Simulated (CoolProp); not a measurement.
500 sccm (0 °C, 1 atm) of nitrogen bubbles through liquid n-octane at 313.3 K and leaves saturated at a total pressure of 0.0302 MPa (ideal gas phase). Each further row changes one setting.

The numbers come from the reference Helmholtz-energy equation of state, Beckmüller 2019 in CoolProp.

```tsv
case	vapour pressure (kPa)	mole fraction of vapour	delivery (mg/min)	delivery (sccm)	change of delivery for a bath 1 K warmer (%)
as stated	4.18	0.139	(withheld)	(withheld)	6.0
bath temperature 318.3 K	5.34	0.177	548	(withheld)	6.0
total pressure 0.0604 MPa	4.18	(withheld)	190	(withheld)	5.5
```

Question: What belongs in the gaps?

Answer: 
- as stated, delivery (mg/min): 410
- as stated, delivery (sccm): 80.4
- bath temperature 318.3 K, delivery (sccm): 108
- total pressure 0.0604 MPa, mole fraction of vapour: 0.0693
- total pressure 0.0604 MPa, delivery (sccm): 37.2
